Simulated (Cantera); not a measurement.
An adiabatic, constant-volume homogeneous reactor starts with CH4 : C2H6 : C3H8 : O2 : N2 = 1 : 0.25 : 0.034 : 1.32 : 4.98 (molar parts), at 1775 K and 10.0 bar.

Model: GRI-Mech 3.0 (53 species, 325 reactions), integrated in Cantera.

Predict: time of steepest temperature rise; temperature at 0.300 s; equilibrium temperature; x(CH4) at 0.300 s; x(NO2) at 0.300 s; x(H) at 0.300 s.


```json
{
  "time_of_steepest_temperature_rise": "5.17 µs",
  "temperature at 0.300 s": "2928 K",
  "equilibrium_temperature": "2928 K",
  "x(CH4) at 0.300 s": "4.13e-9 (gas-phase equilibrium 4.61e-9)",
  "x(NO2) at 0.300 s": "6.54e-9 (gas-phase equilibrium 6.54e-9)",
  "x(H) at 0.300 s": "0.0124 (gas-phase equilibrium 0.0124)"
}
```
